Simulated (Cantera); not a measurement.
Input (Python, Cantera):

```python
import numpy as np
import cantera as ct

gas = ct.Solution("gri30.yaml", transport_model="mixture-averaged")
show = ['H2', 'NO', 'H2O']

rows = []
print(f"{'T/K':>7s}{'rho':>11s}{'cp':>10s}{'mu':>11s}{'lambda':>11s}{'Pr':>7s}" + "".join(f"{'D_' + s:>11s}" for s in show))
for T in [400, 600, 800, 1000, 1200, 1400, 1600, 1800, 2000]:
    gas.TPX = T, 470000, {'N2O': 0.79}
    Pr = gas.cp_mass * gas.viscosity / gas.thermal_conductivity
    D = [gas.mix_diff_coeffs_mole[gas.species_index(s)] for s in show]
    rows.append([gas.density, gas.cp_mass, gas.viscosity, gas.thermal_conductivity, Pr, *D])
    print(f"{T:7g}{gas.density:11.4e}{gas.cp_mass:10.1f}{gas.viscosity:11.4e}"
          f"{gas.thermal_conductivity:11.4e}{Pr:7.3f}" + "".join(f"{d:11.4e}" for d in D))
print("SI units: kg/m3, J/kg/K, Pa s, W/m/K, m2/s")
```

It prints:

```
    T/K        rho        cp         mu     lambda     Pr       D_H2       D_NO      D_H2O
    400 6.2199e+00     970.3 1.9459e-05 2.5465e-02  0.741 2.3252e-05 5.5676e-06 6.2964e-06
    600 4.1466e+00    1101.3 2.7324e-05 4.0717e-02  0.739 4.6384e-05 1.1351e-05 1.3778e-05
    800 3.1100e+00    1191.6 3.4048e-05 5.4884e-02  0.739 7.5204e-05 1.8588e-05 2.3505e-05
   1000 2.4880e+00    1254.7 4.0022e-05 6.7953e-02  0.739 1.0914e-04 2.7122e-05 3.5171e-05
   1200 2.0733e+00    1294.3 4.5464e-05 8.0076e-02  0.735 1.4781e-04 3.6845e-05 4.8570e-05
   1400 1.7771e+00    1326.8 5.0510e-05 9.1407e-02  0.733 1.9093e-04 4.7682e-05 6.3557e-05
   1600 1.5550e+00    1353.3 5.5249e-05 1.0208e-01  0.732 2.3825e-04 5.9573e-05 8.0027e-05
   1800 1.3822e+00    1374.6 5.9744e-05 1.1219e-01  0.732 2.8960e-04 7.2470e-05 9.7902e-05
   2000 1.2440e+00    1391.6 6.4041e-05 1.2183e-01  0.732 3.4482e-04 8.6335e-05 1.1712e-04
SI units: kg/m3, J/kg/K, Pa s, W/m/K, m2/s
```

Cantera simulation using GRI-Mech 3.0 (53 species, 325 reactions); the numbers are that mechanism's predictions, not measurements. The composition is frozen, though it would react at the higher temperatures.
